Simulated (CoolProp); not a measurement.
The numbers come from the reference Helmholtz-energy equation of state, Zhou 2012 in CoolProp.

For m-xylene, give the phase and the density (kg/m³), fugacity coefficient at 199.15 °C and 0.108 MPa.


- 199.15 °C and 0.108 MPa: gas; density 3.00, fugacity coefficient 0.973
